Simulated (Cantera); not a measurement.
An isothermal, constant-pressure homogeneous reactor starts with CO : O₂ : H₂O : N₂ = 0.03 : 0.011 : 0.0064 : 1 (molar parts), at 1298 K and 4.44 atm. Integrator tolerance rtol = 1e-08.

Detailed kinetics in Cantera: GRI-Mech 3.0 (53 species, 325 reactions).

What does this change do: O2 0.011 to 0.0029 parts?


```json
[
 {"quantity": "x(CO) at 20.0 s", "before": "0.00680 (gas-phase equilibrium 0.00680)", "after": "0.0200 (gas-phase equilibrium 0.0199)"},
 {"quantity": "x(O₂) at 20.0 s", "before": "<1e-12 (gas-phase equilibrium <1e-12)", "after": "<1e-12 (gas-phase equilibrium <1e-12)"},
 {"quantity": "x(H₂O) at 20.0 s", "before": "0.00525 (gas-phase equilibrium 0.00526)", "after": "0.00282 (gas-phase equilibrium 0.00274)"},
 {"quantity": "x(H₂O₂) at 20.0 s", "before": "<1e-12 (gas-phase equilibrium <1e-12)", "after": "<1e-12 (gas-phase equilibrium <1e-12)"},
 {"quantity": "x(CO₂) at 20.0 s", "before": "0.0221 (gas-phase equilibrium 0.0221)", "after": "0.00895 (gas-phase equilibrium 0.00903)"},
 {"quantity": "x(NO) at 20.0 s", "before": "5.05e-7 (gas-phase equilibrium 2.15e-10)", "after": "3.94e-9 (gas-phase equilibrium 3.00e-11)"}
]
```
